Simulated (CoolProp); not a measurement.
Vapour-liquid equilibrium of acetone (1) + n-hexane (2) at 408.9 K; x and y are mole fractions of (1).

Model: multi-fluid Helmholtz-energy mixture model, Lemmon 2006 and Thol 2019; pair parameters Bell 2016, in CoolProp.

Give the bubble pressure and the first vapour's composition at x = 0.05, 0.2, 0.65. Is there an azeotrope?

x = 0.05: 0.6425 MPa, y = 0.142; x = 0.2: 0.8006 MPa, y = 0.371; x = 0.65: 0.9555 MPa, y = 0.664. y crosses x between x = 0.65 and 0.8: the model has an azeotrope there.

Pair parameters are fitted to limited data, so mixtures are less certain than the pure fluids.
